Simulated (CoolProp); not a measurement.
A simple Rankine cycle with R22: condensing at 298.15 K, boiler at 3.57 MPa, turbine inlet 366.9 K, turbine efficiency 0.7, pump efficiency 0.8, no recuperator. Each further row changes one setting.

Values from CoolProp's reference Helmholtz-energy equation of state, Kamei 1995.

| case | thermal efficiency (%) | net work (kJ/kg) | heat in (kJ/kg) | turbine exit temperature (K) | volume ratio over the turbine |
|---|---|---|---|---|---|
| as stated | 8.6 | (withheld) | 203 | 301.7 | (withheld) |
| turbine inlet 386.9 K | 9.1 | 20.6 | 226 | 325.8 | 3.37 |
| condensing temperature 290.15 K | (withheld) | 20.9 | 213 | (withheld) | 4.32 |
| boiler pressure 2.5 MPa | (withheld) | (withheld) | 221 | 325.6 | (withheld) |
| turbine efficiency 0.6 | 7.2 | 14.6 | 203 | 305.1 | 3.56 |

### Question
Some entries are withheld; supply them.

### Answer

- as stated, net work (kJ/kg): 17.5
- as stated, volume ratio over the turbine: 3.49
- condensing temperature 290.15 K, thermal efficiency (%): 9.8
- condensing temperature 290.15 K, turbine exit temperature (K): 292.3
- boiler pressure 2.5 MPa, thermal efficiency (%): 6.9
- boiler pressure 2.5 MPa, net work (kJ/kg): 15.1
- boiler pressure 2.5 MPa, volume ratio over the turbine: 2.35
